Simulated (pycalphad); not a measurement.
Source of the numbers: pycalphad with the COST 507 light-alloy database (1999); pressure 1 atm. The data set is of 1999 and partly superseded. Amounts are mole fractions of atoms. Kinetics are ignored, which matters at the lower temperatures.

Give the equilibrium state of Ti-24.44Hf-1.37B (wt.%) at 1300 K.

bcc, fraction 0.862, with 26.1 Hf, 0.02 B wt.%; BM, fraction 0.138, with 3.9 Hf, 17.9 B wt.%.

Give the equilibrium state of Ti-24.44Hf-1.37B (wt.%) at 750 K.

hcp, fraction 0.861, with 26.3 Hf, 0.01 B wt.%; BM, fraction 0.139, with 1.8 Hf, 18.2 B wt.%.

Database names, with the compositions (at.%) that they take in these runs: BM: Ti 49 B 50 Hf 0.
